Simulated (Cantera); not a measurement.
Feed: 1 mol V₂O₅, a varied amount of H₂, at 2048 K and 133 Pa.

Method: chemical equilibrium by Gibbs-energy minimisation in Cantera with the NASA 1993 tables (ideal gas, pure condensed phases). Candidate condensed phases: H₂O, V, VO, V₂O₃, V₂O₄, V₂O₅; 12 gas species. VO: taken at fixed stoichiometry. Condensed phases not in the tables: the oxides between V₂O₃ and V₂O₅ other than VO₂. Kinetics and transport are ignored.

x: gas mole fraction; n: condensed amount in mol.

```
n(H₂) (mol)   x H₂    x H₂O     x VO₂     x H      x OH      x VO       x O  n V₂O₃(s)  n VO(s)
-----------  -----  -------  --------  ------  --------  --------  --------  ---------  -------
3.3          0.382    0.454     0.120  0.0379   0.00491  0.000507  0.000352      0.768        0
7.9          0.687    0.200    0.0596  0.0508   0.00161   0.00102   8.62e-5      0.738        0
19           0.826   0.0814    0.0346  0.0557  0.000598   0.00176   2.92e-5      0.630        0
44           0.884        …         …  0.0577         …   0.00284         …          …        0
100          0.910   0.0173    0.0114  0.0585  0.000121   0.00300   5.61e-6          0    0.488
240          0.926        …         …  0.0590         …   0.00300         …          0        …
580          0.934  0.00379   0.00140  0.0593   2.62e-5   0.00173   1.20e-6          0        0
1400         0.937  0.00192  0.000343  0.0594   1.33e-5  0.000839   6.06e-7          0        0
```

Some entries are withheld; supply them.


- 44, x H₂O: 0.0335
- 44, x VO₂: 0.0215
- 44, x OH: 0.000238
- 44, x O: 1.12e-5
- 44, n V₂O₃(s): 0.434
- 240, x H₂O: 0.00738
- 240, x VO₂: 0.00478
- 240, x OH: 5.12e-5
- 240, x O: 2.36e-6
- 240, n VO(s): 0.0127
